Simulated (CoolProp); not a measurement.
Values from CoolProp's reference Helmholtz-energy equation of state, Lemmon 2006. It is a short technical equation, of lower accuracy than the large ones.

### Question
Give the vapour pressure (MPa), vapour density (kg/m³), surface tension (mN/m) of saturated neopentane at 7.55, 45.55 °C.

### Answer
```tsv
T (°C)	p (MPa)	vapour density (kg/m³)	surface tension (mN/m)
7.55	0.0944	3.05	12.7
45.55	0.315	9.53	8.96
```

Surface tension comes from a separate correlation (Mulero 2014).
